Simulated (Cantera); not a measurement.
Charge: 1 mol SiCl₄, 12 mol N₂, held at 1273 K and 5.50e-5 bar.

Method: chemical equilibrium by Gibbs-energy minimisation in Cantera with the NASA 1993 tables (ideal gas, pure condensed phases). Candidate condensed phases: Si, Si₃N₄; 13 gas species. The tables' values for SiCl₃ are old estimates; treat these amounts as uncertain. The numbers say what is thermodynamically allowed, not how fast it happens.

Base state: N₂ 0.920, SiCl₄ 0.0736, Cl 0.00355, SiCl₃ 0.00247, SiCl₂ 0.000545 (mole fractions); condensed: gas only.

### Question
What changes in the equilibrium state with this change: SiCl₄ replaced by SiH₄?

### Answer
| species | before | after |
|---|---|---|
| N₂ | 0.920 | 0.850 |
| H₂ | 0 | 0.150 |
| H | 0 | 3.72e-5 |
| SiCl₄ | 0.0736 | 0 |
| Cl | 0.00355 | 0 |
| SiCl₃ | 0.00247 | 0 |
| SiCl₂ | 0.000545 | 0 |
| Si₃N₄(s), mol | 0 | 0.333 |
N₂ is the only nitrogen source here; it is nearly inert below about 1500 K, so the nitride shown seldom forms there in practice.
